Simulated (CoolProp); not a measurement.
Benzene along the isotherm 346.85 °C: density (kg/m³) from the reference equation and from simpler models built on Tc = 288.9 °C, pc = 4906 kPa, ω = 0.211; each cubic takes its own stable root.

The numbers come from the reference Helmholtz-energy equation of state, Thol 2012 in CoolProp.

```csv
p (kPa),phase,reference
3270,gas,60.50
6540,supercritical,171.4
9810,supercritical,371.8
13100,supercritical,457.3
16400,supercritical,499.9
19600,supercritical,527.6
22900,supercritical,549.3
26200,supercritical,566.9
29400,supercritical,581.3
32700,supercritical,594.1
36000,supercritical,605.5
39300,supercritical,615.8
42500,supercritical,624.8
45800,supercritical,633.4
49100,supercritical,641.3
```

Q: How far does each simpler model (ideal gas, Peng-Robinson) lie from the reference over these 15 states: mean and median of the absolute difference, and the worst?

A: 
- ideal gas: mean 28.0 %, median 23.4 %, worst -60.0 % at 346.85 °C and 9810 kPa
- Peng-Robinson: mean 3.6 %, median 3.2 %, worst -8.5 % at 346.85 °C and 9810 kPa
